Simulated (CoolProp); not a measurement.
A simple Rankine cycle with R1336mzz(E): condensing at 295.15 K, boiler at 1.63 MPa, turbine inlet 409 K, turbine efficiency 0.6, pump efficiency 0.6, no recuperator. Each further row changes one setting.

Values from CoolProp's reference Helmholtz-energy equation of state, Akasaka 2023.

| case | thermal efficiency (%) | net work (kJ/kg) | heat in (kJ/kg) | turbine exit temperature (K) | volume ratio over the turbine |
|---|---|---|---|---|---|
| as stated | [?] | 20.9 | 228 | 365.1 | 10.5 |
| condensing temperature 287.15 K | 10.1 | 23.9 | 238 | 361.1 | 14.2 |
| boiler pressure 1.14 MPa | 8.1 | [?] | [?] | 375.3 | [?] |
| turbine efficiency 0.5 | 7.5 | 17.1 | 228 | 369.4 | 10.7 |

Task: Fill in the missing entries.

Result: 
- as stated, thermal efficiency (%): 9.2
- boiler pressure 1.14 MPa, net work (kJ/kg): 18.9
- boiler pressure 1.14 MPa, heat in (kJ/kg): 235
- boiler pressure 1.14 MPa, volume ratio over the turbine: 6.90
